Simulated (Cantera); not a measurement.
Thermodynamics of calcination and drying, feed MgCO3 + H2 + H2O

A closed system holds: 1 mol MgCO3, 0.052 mol H2, 0.046 mol H2O, at 1925 K and 10000 Pa.

Equilibrium computed with Cantera from the NASA thermochemical tables; the gas is ideal and each condensed phase is pure. Candidate condensed phases: C, C6H6, C7H8, C8H18, H2O, Mg, MgCO3, MgO, Mg(OH)2; 116 gas species. The numbers say what is thermodynamically allowed, not how fast it happens.

```
Quantity                                   Result
--------------------------------------  ---------
x(CO2)                                      0.860
x(H2O)                                     0.0875
x(CO)                                      0.0493
x(O2)                                     0.00144
x(H2)                                     0.00117
x(OH)                                    0.000670
x(H)                                     0.000103
x(O)                                      4.42e-5
x(Mg(OH)2)                                1.84e-6
n(MgO(s))                               1.000 mol
gas amount                              1.100 mol
log10 activity of C(graphite) (absent)      -7.98
log10 activity of Mg(l) (absent)            -8.57
```
